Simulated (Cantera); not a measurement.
An adiabatic, constant-pressure homogeneous reactor starts with CH4 : C2H6 : O2 : N2 = 1 : 0.3 : 3.96 : 14.9 (molar parts), equivalence ratio 0.77, at 1250 K and 0.490 bar.

Detailed kinetics in Cantera: GRI-Mech 3.0 (53 species, 325 reactions).

### Question
Predict: time of steepest temperature rise; temperature at 0.400 s; equilibrium temperature; x(O2) at 0.400 s; x(NO) at 0.400 s; x(H2) at 0.400 s.

### Answer
```
Property                                                            Result
---------------------------------  ---------------------------------------
time of steepest temperature rise                                  1.98 ms
temperature at 0.400 s                                              2502 K
equilibrium temperature                                             2502 K
x(O2) at 0.400 s                     0.0445 (gas-phase equilibrium 0.0445)
x(NO) at 0.400 s                     0.0102 (gas-phase equilibrium 0.0102)
x(H2) at 0.400 s                   0.00520 (gas-phase equilibrium 0.00520)
```
